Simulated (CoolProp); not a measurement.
Properties of hexamethyldisiloxane (MM) along the isotherm 346.85 °C.

Values from CoolProp's reference Helmholtz-energy equation of state, Thol 2016.

```json
[
 {"p (MPa)": "0.322", "phase": "gas", "Z": "0.9687", "speed of sound (m/s)": "174.9", "expansivity (1/kK)": "1.823"},
 {"p (MPa)": "0.644", "phase": "gas", "Z": "0.9370", "speed of sound (m/s)": "169.6", "expansivity (1/kK)": "2.066"},
 {"p (MPa)": "0.966", "phase": "gas", "Z": "0.9050", "speed of sound (m/s)": "164.4", "expansivity (1/kK)": "[?]"},
 {"p (MPa)": "1.29", "phase": "gas", "Z": "0.8730", "speed of sound (m/s)": "[?]", "expansivity (1/kK)": "2.670"},
 {"p (MPa)": "1.61", "phase": "gas", "Z": "[?]", "speed of sound (m/s)": "154.5", "expansivity (1/kK)": "3.032"},
 {"p (MPa)": "1.93", "phase": "gas", "Z": "[?]", "speed of sound (m/s)": "150.1", "expansivity (1/kK)": "3.438"},
 {"p (MPa)": "2.25", "phase": "supercritical", "Z": "[?]", "speed of sound (m/s)": "146.0", "expansivity (1/kK)": "3.890"},
 {"p (MPa)": "2.57", "phase": "supercritical", "Z": "[?]", "speed of sound (m/s)": "142.3", "expansivity (1/kK)": "[?]"},
 {"p (MPa)": "2.9", "phase": "supercritical", "Z": "0.7257", "speed of sound (m/s)": "138.9", "expansivity (1/kK)": "4.942"}
]
```

**Question.** Complete the blanks.

**Answer.** 
- 0.966, expansivity (1/kK): 2.346
- 1.29, speed of sound (m/s): 159.3
- 1.61, Z: 0.8419
- 1.93, Z: 0.8116
- 2.25, Z: 0.7821
- 2.57, Z: 0.7538
- 2.57, expansivity (1/kK): 4.386
